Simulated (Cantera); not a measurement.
What does this Cantera script print?

```python
import numpy as np
import cantera as ct

surf = ct.Interface("diamond.yaml", "diamond_100")
gas, bulk = surf.adjacent["gas"], surf.adjacent["diamond"]
k = surf.kinetics_species_index(bulk.species_names[0])
cover = ["c6HH", "c6H*", "c6*H", "c6**", "c6HM", "c6B"]

rows, drift = [], 0.0
print(f"{'xCH3':>10s}{'um/h':>11s}" + "".join(f"{s:>11s}" for s in cover))
for v in [1e-06, 2.7e-06, 7.2e-06, 1.9e-05, 5.2e-05, 0.00014, 0.00037, 0.00099, 0.0027]:
    T, P, xH, xCH3 = 925, 16000, 0.011, v
    gas.TPX = T, P, {"H": xH, "CH3": xCH3, "CH4": 0.011, "H2": 1 - xH - xCH3 - 0.011}
    surf.TP = bulk.TP = T, P
    surf.coverages = "c6H*:0.1, c6HH:0.9"
    surf.advance_coverages(100.0)
    before = surf.coverages
    surf.advance_coverages(100.0)
    drift = max(drift, np.max(np.abs(surf.coverages - before) / (surf.coverages + 1e-9)))
    rate = surf.net_production_rates[k] * bulk.mean_molecular_weight / bulk.density * 3.6e9
    rows.append([rate, *surf[cover].coverages])
    print(f"{v:10.4g}{rate:11.4e}" + "".join(f"{x:11.3e}" for x in rows[-1][1:]))
```

Result:

```
      xCH3       um/h       c6HH       c6H*       c6*H       c6**       c6HM        c6B
     1e-06 5.8244e-02  6.675e-01  1.257e-02  3.144e-01  5.506e-03  6.872e-05  1.580e-10
   2.7e-06 1.5723e-01  6.674e-01  1.256e-02  3.143e-01  5.505e-03  1.855e-04  4.267e-10
   7.2e-06 4.1911e-01  6.671e-01  1.256e-02  3.142e-01  5.502e-03  4.945e-04  1.137e-09
   1.9e-05 1.1047e+00  6.664e-01  1.255e-02  3.139e-01  5.495e-03  1.303e-03  2.998e-09
   5.2e-05 3.0140e+00  6.645e-01  1.251e-02  3.129e-01  5.475e-03  3.556e-03  8.179e-09
   0.00014 8.0472e+00  6.595e-01  1.241e-02  3.105e-01  5.422e-03  9.495e-03  2.184e-08
   0.00037 2.0816e+01  6.469e-01  1.217e-02  3.044e-01  5.288e-03  2.456e-02  5.648e-08
   0.00099 5.2680e+01  6.152e-01  1.156e-02  2.891e-01  4.954e-03  6.217e-02  1.430e-07
    0.0027 1.2504e+02  5.433e-01  1.017e-02  2.544e-01  4.200e-03  1.476e-01  3.393e-07
```

Computed with Cantera and the Harris–Goodwin 1993 mechanism for the reconstructed diamond (100) surface.
